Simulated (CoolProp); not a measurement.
C3F8 (R218) along the isotherm -5.35 °C: density (kg/m³) from the reference equation and from simpler models built on Tc = 71.9 °C, pc = 26.40 bar, ω = 0.317; each cubic takes its own stable root.

Computed with CoolProp (reference Helmholtz-energy equation of state, Lemmon 2006). It is a short technical equation, of lower accuracy than the large ones.

```csv
p (bar),phase,reference
2.64,gas,24.48
5.28,liquid,1481
7.92,liquid,1483
10.6,liquid,1485
13.2,liquid,1487
15.8,liquid,1490
18.5,liquid,1492
21.1,liquid,1494
23.8,liquid,1496
26.4,liquid,1498
29,liquid,1499
31.7,liquid,1501
34.3,liquid,1503
37,liquid,1505
39.6,liquid,1507
```

How far does each simpler model (van der Waals, Redlich-Kwong, Soave-Redlich-Kwong, Peng-Robinson) lie from the reference over these 15 states: mean and median of the absolute difference, and the worst?


- van der Waals: mean 42.0 %, median 36.4 %, worst -96.6 % at -5.35 °C and 5.28 bar
- Redlich-Kwong: mean 9.8 %, median 10.3 %, worst -11.9 % at -5.35 °C and 5.28 bar
- Soave-Redlich-Kwong: mean 5.4 %, median 5.6 %, worst -6.4 % at -5.35 °C and 5.28 bar
- Peng-Robinson: mean 6.3 %, median 6.7 %, worst +7.3 % at -5.35 °C and 39.6 bar

At some of these states van der Waals gives the other phase, because its saturation line lies elsewhere.
